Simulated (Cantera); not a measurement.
**Si3N4 + HF + Cl2 (nitride etching)**

A closed system holds: 1 mol Si3N4, 2.5 mol HF, 0.69 mol Cl2, equilibrated at 0.000320 bar.

Equilibrium computed with Cantera from the NASA thermochemical tables; the gas is ideal and each condensed phase is pure. Candidate condensed phases: NH4Cl, Si, Si3N4; 49 gas species. The tables' values for SiF3, SiCl3, SiF2 are old estimates; treat these amounts as uncertain. The numbers say what is thermodynamically allowed, not how fast it happens.

```json
[
 {"T (K)": "700", "x HCl": "0.298", "x H2": "0.276", "x SiF4": "0.213", "x N2": "0.170", "x SiCl4": "0.0428", "x SiCl2": "2.71e-11", "n Si3N4(s)": "0.750"},
 {"T (K)": "750", "x HCl": "0.316", "x H2": "0.267", "x SiF4": "0.212", "x N2": "0.167", "x SiCl4": "0.0383", "x SiCl2": "6.73e-10", "n Si3N4(s)": "0.754"},
 {"T (K)": "800", "x HCl": "0.330", "x H2": "0.259", "x SiF4": "0.212", "x N2": "0.164", "x SiCl4": "0.0344", "x SiCl2": "1.11e-8", "n Si3N4(s)": "0.758"},
 {"T (K)": "850", "x HCl": "0.343", "x H2": "0.252", "x SiF4": "0.212", "x N2": "0.162", "x SiCl4": "0.0311", "x SiCl2": "1.30e-7", "n Si3N4(s)": "0.761"},
 {"T (K)": "900", "x HCl": "0.354", "x H2": "0.246", "x SiF4": "0.211", "x N2": "0.160", "x SiCl4": "0.0283", "x SiCl2": "1.16e-6", "n Si3N4(s)": "0.764"},
 {"T (K)": "950", "x HCl": "0.363", "x H2": "0.241", "x SiF4": "0.211", "x N2": "0.158", "x SiCl4": "0.0259", "x SiCl2": "8.12e-6", "n Si3N4(s)": "0.766"},
 {"T (K)": "1000", "x HCl": "0.370", "x H2": "0.237", "x SiF4": "0.211", "x N2": "0.157", "x SiCl4": "0.0237", "x SiCl2": "4.66e-5", "n Si3N4(s)": "0.768"},
 {"T (K)": "1050", "x HCl": "0.377", "x H2": "0.233", "x SiF4": "0.210", "x N2": "0.156", "x SiCl4": "0.0217", "x SiCl2": "0.000224", "n Si3N4(s)": "0.769"},
 {"T (K)": "1100", "x HCl": "0.381", "x H2": "0.230", "x SiF4": "0.209", "x N2": "0.155", "x SiCl4": "0.0197", "x SiCl2": "0.000925", "n Si3N4(s)": "0.770"},
 {"T (K)": "1150", "x HCl": "0.381", "x H2": "0.228", "x SiF4": "0.208", "x N2": "0.156", "x SiCl4": "0.0172", "x SiCl2": "0.00328", "n Si3N4(s)": "0.769"},
 {"T (K)": "1200", "x HCl": "0.374", "x H2": "0.229", "x SiF4": "0.204", "x N2": "0.158", "x SiCl4": "0.0137", "x SiCl2": "0.00984", "n Si3N4(s)": "0.763"},
 {"T (K)": "1250", "x HCl": "0.353", "x H2": "0.233", "x SiF4": "0.197", "x N2": "0.164", "x SiCl4": "0.00897", "x SiCl2": "0.0241", "n Si3N4(s)": "0.750"}
]
```
x: gas mole fraction; n: condensed amount in mol.

From 700 K to 1250 K the condensed part is Si3N4(s). The main Si-bearing gas is SiF4 throughout.
